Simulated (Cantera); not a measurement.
Charge: 1 mol SiH4, 0.84 mol NH3, 75 mol H2, at 948 K and 13.3 mbar.

These are equilibrium values from Cantera (NASA tables, ideal gas, pure condensed phases), not measurements of a reactor. Candidate condensed phases: Si, Si3N4; 18 gas species. Kinetics and transport are ignored.

Base state: H2 1.00 (mole fractions); condensed: Si(s) + Si3N4(s).

What changes in the equilibrium state with this change: temperature from 948 K to 1923.15 K?


| species | before | after |
|---|---|---|
| H2 | 1.00 | 0.985 |
| H | 4.54e-9 | 0.00811 |
| N2 | <1e-9 | 0.00531 |
| Si | <1e-9 | 0.00127 |
| SiH | <1e-9 | 0.000120 |
| SiH2 | <1e-9 | 6.64e-5 |
| Si2 | <1e-9 | 1.09e-5 |
| Si(s), mol | 0.370 | 0 |
| Si3N4(s), mol | 0.210 | 0 |
| Si(l), mol | 0 | 0.881 |
Gases not in the tables: Si2H6 and higher silanes.

What changes in the equilibrium state with this change: temperature from 948 K to 1800 K?


```csv
species,before,after
H2,1.00,0.991
N2,<1e-9,0.00533
H,4.54e-9,0.00309
Si,<1e-9,0.000238
SiH,<1e-9,3.12e-5
SiH2,<1e-9,2.97e-5
"Si(s), mol",0.370,0
"Si3N4(s), mol",0.210,0
"Si(l), mol",0,0.976
```
Gases not in the tables: Si2H6 and higher silanes.

What changes in the equilibrium state with this change: temperature from 948 K to 1573.15 K?


```json
[
 {"species": "H2", "before": "1.00", "after": "0.994"},
 {"species": "N2", "before": "<1e-9", "after": "0.00534"},
 {"species": "H", "before": "4.54e-9", "after": "0.000352"},
 {"species": "Si(s), mol", "before": "0.370", "after": "0.999"},
 {"species": "Si3N4(s), mol", "before": "0.210", "after": "0"}
]
```
